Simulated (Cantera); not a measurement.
# Thermodynamics of titanium nitride, carbide and oxide coatings, feed Ti(OiPr)4 + CH4 + H2

A closed system holds: 1 mol Ti(OiPr)4, 1.1 mol CH4, 3.3 mol H2, held at 1700 °C and 1.33 mbar.

Equilibrium computed with Cantera from the NASA thermochemical tables; the gas is ideal and each condensed phase is pure. Candidate condensed phases: C, C6H6, C7H8, C8H18, H2O, Ti, TiC, TiO, TiO2, Ti2O3, Ti3O5, Ti4O7; 113 gas species. The feed counts by its element totals alone. TiC: taken at fixed stoichiometry. The numbers say what is thermodynamically allowed, not how fast it happens.

x(H2): 0.799
x(CO): 0.167
x(H): 0.0330
x(C2H2 (acetylene)): 0.000512
n(C(graphite)): 8.08 mol
n(TiC(s)): 1.000 mol
gas amount: 23.89 mol
log10 activity of Ti(l) (absent): -4.19
log10 activity of Ti2O3(s) (absent): -15.54
log10 activity of Ti3O5(s) (absent): -25.83
